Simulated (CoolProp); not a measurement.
Vapour-liquid equilibrium of propane (1) + R152A (2) at 2010 kPa; x and y are mole fractions of (1).

The numbers come from the multi-fluid Helmholtz-energy mixture model, Lemmon 2009 and Outcalt 1996; pair parameters Bell 2016 in CoolProp.

```tsv
x	bubble temperature (K)	y at the bubble point	dew temperature at overall composition x (K)	liquid density (mol/L)
0.05	342.1	0.100	344.1	11.38
0.15	335.9	0.259	340.1	11.24
0.25	331.5	0.375	336.2	11.04
0.35	328.6	0.463	332.4	10.82
0.45	326.6	0.534	329.0	10.59
0.55	325.4	0.598	326.3	10.39
0.65	324.9	0.661	324.9	10.23
0.75	325.0	0.730	325.2	10.10
0.85	326.1	0.814	326.8	10.000
0.95	328.6	0.926	329.2	9.896
```

y crosses x between x = 0.65 and 0.75: the model has an azeotrope there.

Pair parameters are fitted to limited data, so mixtures are less certain than the pure fluids.
